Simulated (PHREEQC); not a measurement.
# Spent oxide etchant: speciation

Dissolve 0.21 mol HF, 0.0027 mol H2SiF6 and 0.0011 mol H3PO4 per kg of water at 25 °C. Closed to the air; pH follows from the charge balance.

Model: ion-association model, phreeqc.dat, run in PHREEQC.

This is a speciation only: nothing precipitates in the calculation.

Problem. Estimate the pH, ionic strength.

Solution. pH 1.75; ionic strength 0.0228 mol/kgw.

Problem. In which forms is P present?

Solution. H3PO4 69 %, H2PO4- 31 % of the P.

SiF6-2 is the database's only silicon fluoride.
